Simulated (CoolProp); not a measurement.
Computed with CoolProp (reference Helmholtz-energy equation of state, Lemmon 2003). It is a pseudo-pure fit of the blend.

**Question.** For R404A, give the phase and the cp (kJ/(kg K)), viscosity (µPa s), conductivity (mW/(m K)) at 3.85 °C and 0.101 MPa; 14.35 °C and 0.101 MPa; 24.85 °C and 0.101 MPa.

**Answer.** 
- 3.85 °C and 0.101 MPa: gas; cp 0.844, viscosity 11.4, conductivity 11.9
- 14.35 °C and 0.101 MPa: gas; cp 0.860, viscosity 11.8, conductivity 12.7
- 24.85 °C and 0.101 MPa: gas; cp 0.877, viscosity 12.2, conductivity 13.4

Viscosity comes from a separate model (Geller 2000). Thermal conductivity comes from a separate model (Geller 2001).
